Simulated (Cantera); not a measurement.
Charge: 1 mol AlCl3, 12 mol H2O, 460 mol H2, equilibrated at 0.710 bar.

Cantera equilibrium calculation (NASA polynomials, part measured and part estimated; ideal gas, pure solids and liquids). Candidate condensed phases: Al, AlCl3, Al2O3, H2O; 29 gas species. Gases not in the tables: Al(OH)3. Kinetics and transport are ignored. All values below are at 1427 °C.

Base state: H2 0.971, H2O 0.0222, HCl 0.00633, H 0.000172 (mole fractions); condensed: Al2O3(s).

Problem. What changes in the equilibrium state with this change: pressure from 0.710 bar to 13.3 mbar?

Solution. 
```json
[
 {"species": "H2", "before": "0.971", "after": "0.970"},
 {"species": "H2O", "before": "0.0222", "after": "0.0222"},
 {"species": "HCl", "before": "0.00633", "after": "0.00633"},
 {"species": "H", "before": "0.000172", "after": "0.00126"},
 {"species": "Al2O3(s), mol", "before": "0.500", "after": "0.500"}
]
```
